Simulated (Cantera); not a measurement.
Input (Python, Cantera):

```python
import numpy as np
import cantera as ct

gas = ct.Solution("gri30.yaml")


def delay(T, t_max=10):
    gas.TPX = T, 120000, {'C3H8': 1, 'O2': 4.17, 'N2': 16.7}
    reactor = ct.IdealGasConstPressureReactor(gas, clone=False)
    net = ct.ReactorNet([reactor])
    net.rtol, net.atol = 1e-8, 1e-16
    while net.time < t_max:
        t_old, T_old = net.time, reactor.T
        net.step()
        if reactor.T > T + 400:  # ignition: a rise of 400 K
            return t_old + (T + 400 - T_old) / (reactor.T - T_old) * (net.time - t_old)
    return np.nan


taus = []
for T in [1298, 1348, 1398, 1448, 1498, 1548, 1598]:
    taus.append(delay(T))
    print(f"T0 = {T:6g} K   tau = {taus[-1]:.4e} s")
```

Output:

```
T0 =   1298 K   tau = 9.8664e-04 s
T0 =   1348 K   tau = 4.5228e-04 s
T0 =   1398 K   tau = 2.2808e-04 s
T0 =   1448 K   tau = 1.2577e-04 s
T0 =   1498 K   tau = 7.5217e-05 s
T0 =   1548 K   tau = 4.8326e-05 s
T0 =   1598 K   tau = 3.3032e-05 s
```

Cantera simulation using GRI-Mech 3.0 (53 species, 325 reactions); the numbers are that mechanism's predictions, not measurements. GRI-Mech 3.0 was tuned for natural gas; its chemistry of propane as a main component is partial and can be far from experiment.
